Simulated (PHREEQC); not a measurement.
## Leach liquor: an equilibrium model

Dissolve 2.9 mmol/kgw HCl, 0.045 mmol/kgw Li2SO4 and 0.093 mmol/kgw NiSO4 at 70 °C. Closed to the air; pH follows from the charge balance.

Equilibrium calculation in PHREEQC: ion-association model, wateq4f.dat.

Each row changes one thing in this solution. Precipitation was switched off in this run.

```
case                                       pH  ionic strength (mol/kgw)  SO4-2 (mol/kgw)  HSO4- (mol/kgw)  NiSO4 (mol/kgw)  NiCl+ (mol/kgw)  SI of Morenosite (NiSO4:7H2O)
---------------------------------------  ----  ------------------------  ---------------  ---------------  ---------------  ---------------  -----------------------------
as made                                  2.57                   0.00329          8.26e-5          5.42e-5          1.19e-6          5.05e-7                          -6.28
temperature from 70 to 85 °C             2.58                   0.00327          6.87e-5          6.82e-5          1.07e-6          5.02e-7                          -6.45
diluted 100-fold with water              4.54                   3.41e-5          1.37e-6          1.16e-8         3.27e-10         6.57e-11                          -9.84
Li2SO4 from 4.5e-05 to 9e-06 mol/kgw     2.57                   0.00321          6.08e-5                ?          8.88e-7          5.09e-7                          -6.41
Li2SO4 from 4.5e-05 to 9e-05 mol/kgw     2.58                   0.00339         0.000110          7.15e-5          1.57e-6          5.01e-7                          -6.16
Li2SO4 from 4.5e-05 to 4.05e-05 mol/kgw  2.57                   0.00328          7.98e-5          5.25e-5          1.16e-6          5.06e-7                          -6.30
NiSO4 from 9.3e-05 to 0.000465 mol/kgw   2.60                   0.00444         0.000306         0.000185          1.98e-5          2.35e-6                          -5.06
Li2SO4 from 4.5e-05 to 4.5e-06 mol/kgw   2.57                         ?          5.81e-5          3.85e-5          8.50e-7          5.09e-7                          -6.43
Li2SO4 from 4.5e-05 to 2.25e-05 mol/kgw  2.57                   0.00324          6.90e-5          4.55e-5          1.00e-6                ?                          -6.36
```

**Question.** What belongs in the gaps?

**Answer.** 
- Li2SO4 from 4.5e-05 to 9e-06 mol/kgw, HSO4- (mol/kgw): 4.03e-5
- Li2SO4 from 4.5e-05 to 4.5e-06 mol/kgw, ionic strength (mol/kgw): 0.00320
- Li2SO4 from 4.5e-05 to 2.25e-05 mol/kgw, NiCl+ (mol/kgw): 5.07e-7

Constants without temperature data keep their 25 °C values here.
